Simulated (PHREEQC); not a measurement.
PHREEQC input (Pitzer model, pitzer.dat):

```
SOLUTION 1
  temp 25
  units mol/kgw
  pH 7 charge
  Na 1.704
  Cl 0.21
  S(6) 0.58
  C(4) 0.15
END
USE solution 1
INCREMENTAL_REACTIONS false
REACTION 1
  H2O -1
  0 9.886 18.011 24.689 30.178 34.689 38.397 41.444
  43.949 46.007 47.699 49.089 50.232 51.172 51.944 52.578 moles
EQUILIBRIUM_PHASES 1
  Burkeite 0 0
  Halite 0 0
  Mirabilite 0 0
  Nahcolite 0 0
  Natron 0 0
  Thenardite 0 0
  Trona 0 0
  CO2(g) -3.4 10
SELECTED_OUTPUT 1
  -reset false
  -pH true
  -pe true
  -ionic_strength true
  -water true
  -activities H2O
  -totals C Cl Na S
  -molalities H+ Na+ Cl- CO3-2 SO4-2 OH- HCO3- CO2 HSO4-
  -equilibrium_phases Burkeite Halite Mirabilite Nahcolite Natron Thenardite Trona
PRINT
  -reset false
END
```

Selected output (columns that matter, 16 of 16 rows; water left (kg) added in front):

```
water left (kg)	pH	mu	C	Cl	Na	S	m_H+	m_Na+	m_Cl-	m_CO3-2	la_H2O	Mirabilite	Thenardite	Trona
0.999602	9.7255	2.4126	0.20636	0.21008	1.7047	0.58023	4.0318e-10	1.7047	0.21008	0.12769	-0.015021	0	0	0
0.821553	9.7394	2.9393	0.24723	0.25561	2.0741	0.70598	3.8563e-10	2.0741	0.25561	0.15923	-0.018087	0	0	0
0.675224	9.751	3.5805	0.29664	0.31101	2.5236	0.85897	3.6272e-10	2.5236	0.31101	0.19792	-0.02188	0	0	0
0.554957	9.7605	4.3609	0.35654	0.37841	3.0705	1.0451	3.3276e-10	3.0705	0.37841	0.24522	-0.026646	0	0	0
0.456104	9.7675	5.3105	0.42937	0.46042	3.736	1.2716	2.9446e-10	3.736	0.46042	0.30283	-0.032747	0	0	0
0.374862	9.7717	6.4656	0.51821	0.56021	4.5457	1.5472	2.4764e-10	4.5457	0.56021	0.3727	-0.040722	0	0	0
0.293422	9.7955	7.4348	0.65444	0.71569	5.252	1.699	1.9605e-10	5.252	0.71569	0.48376	-0.04912	0.08147	0	0
0.21224	9.8421	8.2268	0.88973	0.98944	5.883	1.6599	1.4593e-10	5.883	0.98944	0.68386	-0.059058	0.2277	0	0
0.148786	9.8775	9.6965	1.2521	1.4114	7.0213	1.6825	9.4947e-11	7.0213	1.4114	0.99266	-0.07815	0.32966	0	0
0.12495	9.8846	10.865	1.4854	1.6807	7.9026	1.7744	7.0176e-11	7.9026	1.6807	1.1875	-0.093973	0.25623	0.10205	0
0.12495	9.8846	10.865	1.4854	1.6807	7.9026	1.7744	7.0176e-11	7.9026	1.6807	1.1875	-0.093973	0.087035	0.27125	0
0.115208	9.884	10.756	1.4758	1.8228	7.8754	1.6962	6.8084e-11	7.8754	1.8228	1.1844	-0.095729	0	0.38459	0.0091702
0.0935309	9.8679	10.338	1.3532	2.2452	7.7276	1.5184	6.3621e-11	7.7276	2.2452	1.0923	-0.099669	0	0.43799	0.035087
0.0757146	9.8437	9.8833	1.2079	2.7736	7.5892	1.3134	5.7909e-11	7.5892	2.7736	0.98067	-0.10501	0	0.48055	0.056094
0.0610983	9.8072	9.4216	1.0385	3.4371	7.4905	1.0836	5.0867e-11	7.4905	3.4371	0.84753	-0.11254	0	0.51379	0.07292
0.049118	9.7525	9.015	0.84602	4.2754	7.4863	0.83606	4.2644e-11	7.4863	4.2754	0.69266	-0.12369	0	0.53893	0.08614
```
